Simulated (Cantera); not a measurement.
# Catalytic stagnation flow on Pt

A jet of H2 : O2 : N2 = 0.027 : 0.073 : 0.79 (molar parts), equivalence ratio 0.18 at 300 K and 90.0 Torr hits a platinum plate 8.6 cm away at a mass flux of 0.12 kg/m²/s; the plate temperature is set and raised in steps from an oxygen-covered start.

Detailed kinetics in Cantera: Deutschmann's 1995 Pt surface mechanism with GRI-Mech 3.0 gas chemistry. Catalytic surfaces can have several steady states; this one follows from the mechanism file's or the stated starting coverage.

```tsv
plate T (K)	wall x H2	wall x O2	wall x H2O	wall x OH	θ free Pt	θ O*	θ OH*
500	0.00208	0.0512	0.0563	<1e-8	0.0595	0.916	0.0247
550	0.00207	0.0513	0.0558	<1e-8	0.0628	0.923	0.0141
600	0.00206	0.0514	0.0554	<1e-8	0.0659	0.925	0.00879
650	0.00205	0.0514	0.0551	<1e-8	0.0692	0.925	0.00586
700	0.00198	0.0514	0.0549	<1e-8	0.0745	0.921	0.00419
```
x: mole fraction at the wall; θ: surface coverage.
